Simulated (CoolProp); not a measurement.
Vapour-liquid equilibrium of CF4 (R14) (1) + R13 (2) at 1.59 bar; x and y are mole fractions of (1).

Computed with CoolProp (multi-fluid Helmholtz-energy mixture model, Platzer 1990 and Platzer 1990; pair parameters Bell 2016). This equation is an older, rougher fit; its heat capacities, sound speeds and derivatives of the liquid may be far off and weren't checked against measurements.

```tsv
x	bubble temperature (K)	y at the bubble point	dew temperature at overall composition x (K)	liquid density (mol/L)
0.05	190.5	0.418	199.6	14.65
0.125	180.2	0.698	198.0	15.14
0.2	173.5	0.816	196.3	15.50
0.275	168.9	0.875	194.4	15.79
0.35	165.6	0.910	192.5	16.04
0.425	163.0	0.932	190.3	16.27
0.5	160.9	0.948	188.0	16.48
0.575	159.2	0.960	185.3	16.69
0.65	157.6	0.969	182.3	16.89
0.725	156.3	0.977	178.8	17.08
0.8	155.0	0.984	174.6	17.28
0.875	153.8	0.990	169.0	17.47
0.95	152.6	0.996	160.6	17.67
```

No azeotrope shows between x = 0.05 and 0.95.

Pair parameters are fitted to limited data, so mixtures are less certain than the pure fluids.
